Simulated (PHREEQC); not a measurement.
A solution holds 80 mmol/kgw MgCl2, 1 mmol/kgw CO2 and 0.0013 mmol/kgw H4SiO4, at 20 °C. Closed to the air; pH follows from the charge balance.

The numbers come from PHREEQC with the ion-association model, phreeqc.dat.

```tsv
quantity	before	after
pH	4.61	5.19
CO2 (mol/kgw)	0.000969	9.27e-5
HCO3- (mol/kgw)	2.35e-5	6.92e-6
MgHCO3+ (mol/kgw)	7.46e-6	3.68e-7
(CO2)2 (mol/kgw)	1.54e-8	1.34e-10
MgOH+ (mol/kgw)	3.28e-9	1.88e-9
```

What was changed between the two runs?
(A) diluted 10-fold with water
(B) H4SiO4 replaced by H2SiF6 at the same molality
(C) H4SiO4 left out
(D) H4SiO4 from 1.3e-06 to 1.3e-07 mol/kgw
(E) CO2 from 0.001 to 0.0015 mol/kgw

A, diluted 10-fold with water

This is a speciation only: nothing precipitates in the calculation.
